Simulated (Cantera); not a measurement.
What does this Cantera script print?

```python
import numpy as np
import cantera as ct

gas_names = """
    H HO2 H2 H2O H2O2 Hg O OH O2 O3
""".split()
cond_names = """
    H2O(s) H2O(L) Hg(cr) Hg(L) HgO(s)
""".split()


# ... load() reads the species with a 1 bar reference pressure and builds the phases ...
atoms = {
    'HgO': {'Hg': 1, 'O': 1},
    'H2': {'H': 2},
    'O2': {'O': 2},
}
top_T = {}  # K; cautious upper limits of use, not melting points


# ... equilibrate(T, P, feed) seeds the gas with the atoms and calls Mixture.equilibrate('TP', solver="vcs", rtol=1e-11, max_steps=5000) ...
results = []
feed = {'HgO': 1, 'H2': 17, 'O2': 0.015}  # mol
T = 1100  # K
P = 35000  # Pa
mix = equilibrate(T, P, feed)
results.append((T, P, feed, dict(zip(mix.species_names, mix.species_moles))))
x = sorted(zip(gas.X, gas.species_names), reverse=True)
print(f"T = {T:g} K  P = {P:g} Pa  gas = {mix.phase_moles(0):.4g} mol")
print("   x: " + "  ".join(f"{s} {v:.3e}" for v, s in x if v > 1e-06))
print("   condensed (mol): " + ("  ".join(f"{mix.phase(i).name} {mix.phase_moles(i):.4g}"
      for i in range(1, mix.n_phases) if mix.phase_moles(i) > 1e-12) or "none"))
```

Result:

```
T = 1100 K  P = 35000 Pa  gas = 18 mol
   x: H2 8.872e-01  H2O 5.722e-02  Hg 5.556e-02
   condensed (mol): none
```

Equilibrium computed with Cantera from the NASA thermochemical tables; the gas is ideal and each condensed phase is pure.
